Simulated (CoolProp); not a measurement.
Computed with CoolProp (reference Helmholtz-energy equation of state, Pan 2012).

Q: Give the vapour pressure (MPa), vapour density (kg/m³), liquid cp (kJ/(kg K)), surface tension (mN/m) of saturated R236FA at 319.1 K.

A: 
```json
[
 {"T (K)": "319.1", "p (MPa)": "0.520", "vapour density (kg/m³)": "34.9", "liquid cp (kJ/(kg K))": "1.29", "surface tension (mN/m)": "7.15"}
]
```

Surface tension comes from a separate correlation (Mulero 2012).
